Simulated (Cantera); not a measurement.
Charge: 1 mol LiOH, 0.046 mol H2O, at 1100 Pa.

Method: chemical equilibrium by Gibbs-energy minimisation in Cantera with the NASA 1993 tables (ideal gas, pure condensed phases). Candidate condensed phases: H2O, Li, LiH, LiOH, Li2O; 17 gas species. The numbers say what is thermodynamically allowed, not how fast it happens.

x: gas mole fraction; n: condensed amount in mol.

```
T (°C)   x H2O    x LiOH      x Li      x O2    x Li2O      x OH  n Li2O(s)
------  ------  --------  --------  --------  --------  --------  ---------
727      1.000  0.000206  7.26e-12   5.50e-7  1.14e-11   4.52e-8      0.500
827      0.998   0.00155  6.65e-10   3.33e-6   1.16e-9   4.19e-7      0.500
927      0.992   0.00807   2.77e-8   1.49e-5   5.10e-8   2.67e-6      0.498
1027     0.968    0.0320   6.45e-7   5.23e-5   1.22e-6   1.27e-5      0.491
1127     0.898     0.100   9.54e-6  0.000149   1.83e-5   4.65e-5      0.471
1227     0.745     0.253   9.88e-5  0.000350  0.000186  0.000133          ?
1327     0.496     0.498  0.000766  0.000707   0.00140  0.000293          ?
1427     0.238     0.746   0.00445   0.00154   0.00814  0.000507          ?
1527    0.0870     0.852    0.0183   0.00455    0.0353  0.000762          0
1627    0.0948     0.820    0.0364   0.00896    0.0355   0.00167          0
1727     0.104     0.772    0.0656    0.0160    0.0333   0.00339          0
1827     0.116     0.704     0.108    0.0260    0.0286   0.00644          0
1927     0.129     0.616     0.162    0.0387    0.0223    0.0114          0
```

Fill in the missing entries.


- 1227, n Li2O(s): 0.420
- 1327, n Li2O(s): 0.316
- 1427, n Li2O(s): 0.158
